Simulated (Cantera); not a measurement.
## Equilibrium for abatement and gas-phase synthesis: CO₂ + H₂ + O₂

Input: 1 mol CO₂, 0.68 mol H₂, 0.73 mol O₂, held at 1075 K and 4100 Pa.

These are equilibrium values from Cantera (NASA tables, ideal gas, pure condensed phases), not measurements of a reactor. Candidate condensed phases: C, C₆H₆, C₇H₈, C₈H₁₈, H₂O; 110 gas species. The numbers say what is thermodynamically allowed, not how fast it happens.

```json
{
  "x(CO₂)": "0.483",
  "x(H₂O)": "0.329",
  "x(O₂)": "0.188",
  "x(OH)": "1.76e-6",
  "gas_amount": "2.070 mol",
  "log10 activity of C(graphite) (absent)": "-18.83"
}
```
